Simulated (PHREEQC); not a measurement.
Consider water at 20 °C with 0.064 mol H2SO4, 0.00032 mol CaCl2 and 0.0004 mol MnSO4 per kg of water. Closed to the air; pH follows from the charge balance.

Equilibrium calculation in PHREEQC: ion-association model, phreeqc.dat.

```
quantity                     before     after
-------------------------  --------  --------
pH                             1.18      1.43
ionic strength (mol/kgw)     0.0990    0.0557
HSO4- (mol/kgw)              0.0473    0.0205
SO4-2 (mol/kgw)              0.0169    0.0115
Ca+2 (mol/kgw)             0.000195  0.000105
CaSO4 (mol/kgw)             8.17e-5   4.27e-5
SI of Gypsum (CaSO4:2H2O)     -1.73     -2.02
```

**Question.** Which change was made?
(A) 0.0017 mol/kgw LiOH added
(B) 0.031 mol/kgw Na2SO4 added
(C) diluted 2-fold with water
(D) diluted 10-fold with water
(E) CaCl2 from 0.00032 to 6.4e-05 mol/kgw

**Answer.** C, diluted 2-fold with water

No solid was allowed to form.
